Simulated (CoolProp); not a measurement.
A simple Rankine cycle with n-butane: condensing at 310.15 K, boiler at 1 MPa, turbine inlet 354.7 K, turbine efficiency 0.8, pump efficiency 0.6, no recuperator. Each further row changes one setting.

Computed with CoolProp (reference Helmholtz-energy equation of state, Bücker 2006).

```tsv
case	thermal efficiency (%)	net work (kJ/kg)	heat in (kJ/kg)	turbine exit temperature (K)	volume ratio over the turbine
as stated	8.1	33.3	410	324.7	3.01
turbine inlet 374.7 K	8.1	36.7	455	346.2	2.94
condensing temperature 302.15 K	9.5	41.0	430	319.1	3.80
boiler pressure 0.7 MPa	5.6	23.7	423	336.3	2.03
turbine efficiency 0.7	7.1	28.9	410	327.0	3.04
```
